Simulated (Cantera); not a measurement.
## Pyrogenic steam for wet oxidation

An isothermal, constant-pressure homogeneous reactor starts with H2 : O2 : N2 = 0.96 : 1 : 9.1 (molar parts), at 800 K and 13300 Pa.

Computed with Cantera and the H2/O2 subset of GRI-Mech 3.0, which has no nitrogen chemistry. Radical loss at walls, strong at low pressure, is not modelled. Below about 950 K walls govern HO2 and H2O2 in real vessels. The temperature is held fixed by assumption; the heat of reaction is taken as removed at once.

```
t (s)       x H2    x O2    x H2O2     x H2O     x HO2       x H
--------  ------  ------  --------  --------  --------  --------
7.00e-6   0.0868  0.0904    <1e-12    <1e-12    <1e-12    <1e-12
2.88e-5   0.0868  0.0904    <1e-12    <1e-12    <1e-12    <1e-12
0.000118  0.0868  0.0904    <1e-12    <1e-12    <1e-12    <1e-12
0.000487  0.0868  0.0904    <1e-12    <1e-12    <1e-12    <1e-12
0.00201   0.0868  0.0904    <1e-12  2.88e-12  4.68e-12  1.26e-12
0.00825   0.0868  0.0904    <1e-12  5.00e-11  5.75e-11  5.10e-12
0.0339    0.0868  0.0904  4.48e-12  8.82e-10  9.11e-10  2.29e-11
0.140     0.0868  0.0904  5.59e-10   3.78e-8   3.74e-8  4.41e-10
0.574     0.0285  0.0627   1.35e-5    0.0609   2.16e-6   2.79e-9
2.36      0.0285  0.0627   1.78e-5    0.0609   1.78e-6   3.37e-9
9.72      0.0284  0.0626   4.38e-5    0.0610   2.73e-6   8.28e-9
40.0      0.0258  0.0613  0.000156    0.0636   4.70e-6   2.69e-8
```
x: mole fraction; the columns are a selection and need not sum to one.

Equilibrium at this temperature and pressure: H2 <1e-12, O2 0.0491, H2O2 <1e-12, H2O 0.0907, HO2 3.31e-12, H <1e-12 (gas phase only).
